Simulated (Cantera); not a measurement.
An adiabatic, constant-pressure homogeneous reactor starts with CH₃OH : O₂ : N₂ = 1 : 1.15 : 4.34 (molar parts), equivalence ratio 1.3, at 1198 K and 300 Torr.

Cantera simulation using GRI-Mech 3.0 (53 species, 325 reactions); the numbers are that mechanism's predictions, not measurements. GRI-Mech 3.0 was tuned for natural gas; its chemistry of methanol as a main component is partial and can be far from experiment.

Question: Predict: time of steepest temperature rise; temperature at 0.700 s; equilibrium temperature; x(O₂) at 0.700 s; x(HCN) at 0.700 s.

Answer: 
```json
{
 "time_of_steepest_temperature_rise": "21.5 ms",
 "temperature at 0.700 s": "2553 K",
 "equilibrium_temperature": "2553 K",
 "x(O₂) at 0.700 s": "0.00471 (gas-phase equilibrium 0.00471)",
 "x(HCN) at 0.700 s": "1.56e-9 (gas-phase equilibrium 1.56e-9)"
}
```
